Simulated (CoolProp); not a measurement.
Vapour-liquid equilibrium of n-hexane (1) + dimethyl carbonate (2) at 450 K; x and y are mole fractions of (1).

Values from CoolProp's multi-fluid Helmholtz-energy mixture model, Thol 2019 and Zhou 2011; pair parameters Bell 2016.

| x | bubble pressure (kPa) | y at the bubble point | dew pressure at overall composition x (kPa) | liquid density (mol/L) |
|---|---|---|---|---|
| 0.05 | 979.5 | 0.131 | 913.7 | 8.989 |
| 0.125 | 1097 | 0.260 | 974.3 | 8.559 |
| 0.2 | 1182 | 0.346 | 1041 | 8.158 |
| 0.275 | 1244 | 0.412 | 1112 | 7.785 |
| 0.35 | 1290 | 0.465 | 1185 | 7.441 |
| 0.425 | 1325 | 0.513 | 1256 | 7.125 |
| 0.5 | 1350 | 0.559 | 1316 | 6.837 |
| 0.575 | 1365 | 0.605 | 1356 | 6.576 |
| 0.65 | 1372 | 0.654 | 1372 | 6.341 |
| 0.725 | 1369 | 0.708 | 1366 | 6.133 |
| 0.8 | 1353 | 0.770 | 1342 | 5.950 |
| 0.875 | 1323 | 0.842 | 1307 | 5.791 |
| 0.95 | 1276 | 0.930 | 1264 | 5.652 |

y crosses x between x = 0.65 and 0.725: the model has an azeotrope there.

The pair parameters rest on a limited set of measurements; away from them the model extrapolates.
